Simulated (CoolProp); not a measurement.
Vapour-liquid equilibrium of R152A (1) + isobutene (2) at 248.3 K; x and y are mole fractions of (1).

Model: multi-fluid Helmholtz-energy mixture model, Outcalt 1996 and Lemmon 2005; pair parameters Bell 2016, in CoolProp.

```
x     bubble pressure (MPa)  y at the bubble point  dew pressure at overall composition x (MPa)  liquid density (mol/L)
----  ---------------------  ---------------------  -------------------------------------------  ----------------------
0.05                0.05906                  0.228                                          [?]                   11.64
0.15                0.07515                    [?]                                      0.05457                     [?]
0.25                0.08514                  0.541                                          [?]                   12.18
0.35                    [?]                  0.603                                      0.06751                   12.49
0.45                0.09576                  0.648                                      0.07605                   12.82
0.55                0.09873                  0.687                                      0.08602                   13.18
0.65                 0.1008                  0.726                                      0.09594                   13.59
0.75                 0.1021                  0.773                                       0.1016                   14.03
0.85                 0.1021                    [?]                                       0.1020                     [?]
0.95                 0.1000                    [?]                                      0.09944                   15.05
```

Problem. Fill in the missing entries.

Solution. 
- 0.05, dew pressure at overall composition x (MPa): 0.04969
- 0.15, y at the bubble point: 0.440
- 0.15, liquid density (mol/L): 11.90
- 0.25, dew pressure at overall composition x (MPa): 0.06043
- 0.35, bubble pressure (MPa): 0.09151
- 0.85, y at the bubble point: 0.836
- 0.85, liquid density (mol/L): 14.51
- 0.95, y at the bubble point: 0.931

y crosses x between x = 0.75 and 0.85: the model has an azeotrope there.

The pair parameters rest on a limited set of measurements; away from them the model extrapolates.
